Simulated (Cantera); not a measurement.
Feed: 1 mol SiH₂Cl₂, 1.2 mol C₂H₂, 61 mol H₂, at 727 °C and 0.0190 bar.

These are equilibrium values from Cantera (NASA tables, ideal gas, pure condensed phases), not measurements of a reactor. Candidate condensed phases: C, C₆H₆, C₇H₈, C₈H₁₈, Si, SiC; 109 gas species. Rates play no part.

Q: What is the equilibrium state?

A: x(H₂): 0.967
x(HCl): 0.0310
x(CH₄): 0.00170
x(SiCl₄): 3.43e-5
x(SiHCl₃): 7.54e-6
n(C(graphite)): 1.29 mol
n(SiC(s)): 0.997 mol
gas amount: 64.09 mol
log10 activity of Si(s) (absent): -3.41
